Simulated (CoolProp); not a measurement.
Vapour-liquid equilibrium of CH2F2 (R32) (1) + R152A (2) at 311.2 K; x and y are mole fractions of (1).

Computed with CoolProp (multi-fluid Helmholtz-energy mixture model, Tillner-Roth 1997 and Outcalt 1996; pair parameters Bell 2016).

```json
[
 {"x": "0.05", "bubble pressure (bar)": "9.311", "y at the bubble point": "0.105", "dew pressure at overall composition x (bar)": "8.940", "liquid density (mol/L)": "13.27"},
 {"x": "0.125", "bubble pressure (bar)": "10.34", "y at the bubble point": "0.240", "dew pressure at overall composition x (bar)": "9.449", "liquid density (mol/L)": "13.54"},
 {"x": "0.2", "bubble pressure (bar)": "11.38", "y at the bubble point": "0.353", "dew pressure at overall composition x (bar)": "10.01", "liquid density (mol/L)": "13.81"},
 {"x": "0.275", "bubble pressure (bar)": "12.43", "y at the bubble point": "0.449", "dew pressure at overall composition x (bar)": "10.64", "liquid density (mol/L)": "14.09"},
 {"x": "0.35", "bubble pressure (bar)": "13.49", "y at the bubble point": "0.533", "dew pressure at overall composition x (bar)": "11.35", "liquid density (mol/L)": "14.39"},
 {"x": "0.425", "bubble pressure (bar)": "14.57", "y at the bubble point": "0.607", "dew pressure at overall composition x (bar)": "12.15", "liquid density (mol/L)": "14.69"},
 {"x": "0.5", "bubble pressure (bar)": "15.66", "y at the bubble point": "0.674", "dew pressure at overall composition x (bar)": "13.05", "liquid density (mol/L)": "15.00"},
 {"x": "0.575", "bubble pressure (bar)": "16.78", "y at the bubble point": "0.734", "dew pressure at overall composition x (bar)": "14.08", "liquid density (mol/L)": "15.32"},
 {"x": "0.65", "bubble pressure (bar)": "17.91", "y at the bubble point": "0.789", "dew pressure at overall composition x (bar)": "15.25", "liquid density (mol/L)": "15.65"},
 {"x": "0.725", "bubble pressure (bar)": "19.08", "y at the bubble point": "0.839", "dew pressure at overall composition x (bar)": "16.60", "liquid density (mol/L)": "16.00"},
 {"x": "0.8", "bubble pressure (bar)": "20.27", "y at the bubble point": "0.887", "dew pressure at overall composition x (bar)": "18.16", "liquid density (mol/L)": "16.35"},
 {"x": "0.875", "bubble pressure (bar)": "21.50", "y at the bubble point": "0.931", "dew pressure at overall composition x (bar)": "19.97", "liquid density (mol/L)": "16.71"},
 {"x": "0.95", "bubble pressure (bar)": "22.76", "y at the bubble point": "0.973", "dew pressure at overall composition x (bar)": "22.06", "liquid density (mol/L)": "17.09"}
]
```

No azeotrope shows between x = 0.05 and 0.95.

The pair parameters rest on a limited set of measurements; away from them the model extrapolates.
